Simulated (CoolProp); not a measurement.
Carbonyl sulfide along the isotherm 244.6 K: Z from the reference equation and from simpler models built on Tc = 378.8 K, pc = 6.369 MPa, ω = 0.098; each cubic takes its own stable root.

Values from CoolProp's reference Helmholtz-energy equation of state, Lemmon 2006. It is a short technical equation, of lower accuracy than the large ones.

| p (MPa) | phase | reference | Redlich-Kwong | Soave-Redlich-Kwong |
|---|---|---|---|---|
| 4.17 | liquid | [?] | 0.1150 | 0.1144 |
| 8.33 | liquid | 0.2155 | 0.2276 | 0.2265 |
| 12.5 | liquid | 0.3214 | 0.3386 | [?] |
| 16.7 | liquid | 0.4269 | 0.4488 | 0.4469 |
| 20.8 | liquid | 0.5288 | 0.5550 | 0.5528 |
| 25 | liquid | 0.6322 | 0.6626 | 0.6601 |
| 29.2 | liquid | 0.7347 | 0.7691 | 0.7664 |
| 33.3 | liquid | 0.8339 | 0.8722 | 0.8693 |
| 37.5 | liquid | 0.9348 | 0.9768 | 0.9737 |
| 41.7 | liquid | 1.035 | 1.081 | 1.077 |
| 45.8 | liquid | 1.132 | 1.181 | 1.178 |
| 50 | liquid | 1.231 | [?] | 1.280 |

Problem. Complete the blanks.

Solution. 
- 4.17, reference: 0.1086
- 12.5, Soave-Redlich-Kwong: 0.3370
- 50, Redlich-Kwong: 1.284
